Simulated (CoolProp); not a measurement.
Acetone at several states: Z from the reference equation and from simpler models built on Tc = 508.1 K, pc = 4.692 MPa, ω = 0.307; each cubic takes its own stable root.

Values from CoolProp's reference Helmholtz-energy equation of state, Lemmon 2006. It is a short technical equation, of lower accuracy than the large ones.

```json
[
 {"T (K)": "322.9", "p (MPa)": "19.8", "phase": "liquid", "reference": "0.5506"},
 {"T (K)": "475.3", "p (MPa)": "0.0619", "phase": "gas", "reference": "0.9934"},
 {"T (K)": "399.3", "p (MPa)": "15.2", "phase": "liquid", "reference": "0.3857"}
]
```

How far does each simpler model (van der Waals, Redlich-Kwong, Peng-Robinson) lie from the reference over these 3 states: mean and median of the absolute difference, and the worst?


- van der Waals: mean 55.2 %, median 79.9 %, worst +85.4 % at 322.9 K and 19.8 MPa
- Redlich-Kwong: mean 20.3 %, median 30.3 %, worst +30.5 % at 399.3 K and 15.2 MPa
- Peng-Robinson: mean 8.4 %, median 12.2 %, worst +12.8 % at 322.9 K and 19.8 MPa
